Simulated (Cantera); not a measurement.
Equilibrium for abatement and gas-phase synthesis: CS2 + SO2 + H2 + O2

Feed: 1 mol CS2, 0.0046 mol SO2, 3.1 mol H2, 1.3 mol O2, held at 650 K and 34.0 bar.

Equilibrium computed with Cantera from the NASA thermochemical tables; the gas is ideal and each condensed phase is pure. Candidate condensed phases: C, C6H6, C7H8, C8H18, H2O, H2SO4, S; 123 gas species. The ideal-gas law is rough above about 30 bar. The numbers say what is thermodynamically allowed, not how fast it happens.

The x(H2S) is 0.517, the x(CO2) comes out as 0.227 and the x(H2O) is 0.219. The x(CH4) is 0.0298. The x(H2) is 0.00598 and the x(COS) is 0.00125. The x(CO) is 0.000398, the x(CS2) is 1.66e-6 and the gas amount is 3.869 mol. The log10 activity of C(graphite) (absent) is -0.03. The log10 activity of S(l) (absent) is -1.54 and the log10 activity of H2SO4(l) (absent) is -19.90.
